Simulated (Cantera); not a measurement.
**Stirred combustor or abatement burner**

A perfectly stirred reactor is fed with 5.38 % CH₄, 19.9 % O₂, 74.7 % N₂, at 500000 Pa; it is adiabatic with a 550 K inlet, and is followed from long to short residence time, starting on the burning branch (τ in s: 0.16, 0.066, 0.027, 0.011, 0.0047, 0.0019, 0.0008, 0.00033, 0.00014, 5.6e-05, 2.3e-05, 9.5e-06, 3.9e-06).

Model: GRI-Mech 3.0 (53 species, 325 reactions), integrated in Cantera.

```json
[
 {"τ (s)": "0.16", "T (K)": "1757", "x CH₄": "4.70e-6", "x O₂": "0.0913", "x CO": "7.07e-5", "x N₂O": "4.52e-7", "x C₂H": "<1e-12", "x H₂": "1.17e-5", "x CH₂": "4.80e-9"},
 {"τ (s)": "0.066", "T (K)": "1756", "x CH₄": "9.33e-6", "x O₂": "0.0914", "x CO": "0.000135", "x N₂O": "6.21e-7", "x C₂H": "<1e-12", "x H₂": "1.82e-5", "x CH₂": "1.14e-8"},
 {"τ (s)": "0.027", "T (K)": "1754", "x CH₄": "1.78e-5", "x O₂": "0.0914", "x CO": "0.000257", "x N₂O": "9.12e-7", "x C₂H": "2.51e-12", "x H₂": "3.08e-5", "x CH₂": "2.70e-8"},
 {"τ (s)": "0.011", "T (K)": "1751", "x CH₄": "3.30e-5", "x O₂": "0.0915", "x CO": "0.000491", "x N₂O": "1.34e-6", "x C₂H": "6.80e-12", "x H₂": "5.45e-5", "x CH₂": "6.25e-8"},
 {"τ (s)": "0.0047", "T (K)": "1746", "x CH₄": "5.91e-5", "x O₂": "0.0917", "x CO": "0.000903", "x N₂O": "1.79e-6", "x C₂H": "1.57e-11", "x H₂": "9.54e-5", "x CH₂": "1.35e-7"},
 {"τ (s)": "0.0019", "T (K)": "1736", "x CH₄": "0.000111", "x O₂": "0.0921", "x CO": "0.00174", "x N₂O": "2.14e-6", "x C₂H": "3.45e-11", "x H₂": "0.000175", "x CH₂": "2.94e-7"},
 {"τ (s)": "0.00080", "T (K)": "1719", "x CH₄": "0.000210", "x O₂": "0.0930", "x CO": "0.00330", "x N₂O": "2.13e-6", "x C₂H": "6.80e-11", "x H₂": "0.000317", "x CH₂": "5.99e-7"},
 {"τ (s)": "0.00033", "T (K)": "1684", "x CH₄": "0.000455", "x O₂": "0.0952", "x CO": "0.00668", "x N₂O": "1.75e-6", "x C₂H": "1.36e-10", "x H₂": "0.000601", "x CH₂": "1.19e-6"},
 {"τ (s)": "0.00014", "T (K)": "550", "x CH₄": "0.0538", "x O₂": "0.199", "x CO": "<1e-12", "x N₂O": "<1e-12", "x C₂H": "<1e-12", "x H₂": "<1e-12", "x CH₂": "<1e-12"},
 {"τ (s)": "5.6e-5", "T (K)": "550", "x CH₄": "0.0538", "x O₂": "0.199", "x CO": "<1e-12", "x N₂O": "<1e-12", "x C₂H": "<1e-12", "x H₂": "<1e-12", "x CH₂": "<1e-12"},
 {"τ (s)": "2.3e-5", "T (K)": "550", "x CH₄": "0.0538", "x O₂": "0.199", "x CO": "<1e-12", "x N₂O": "<1e-12", "x C₂H": "<1e-12", "x H₂": "<1e-12", "x CH₂": "<1e-12"},
 {"τ (s)": "9.5e-6", "T (K)": "550", "x CH₄": "0.0538", "x O₂": "0.199", "x CO": "<1e-12", "x N₂O": "<1e-12", "x C₂H": "<1e-12", "x H₂": "<1e-12", "x CH₂": "<1e-12"},
 {"τ (s)": "3.9e-6", "T (K)": "550", "x CH₄": "0.0538", "x O₂": "0.199", "x CO": "<1e-12", "x N₂O": "<1e-12", "x C₂H": "<1e-12", "x H₂": "<1e-12", "x CH₂": "<1e-12"}
]
```
x: mole fraction; the columns are a selection and need not sum to one.
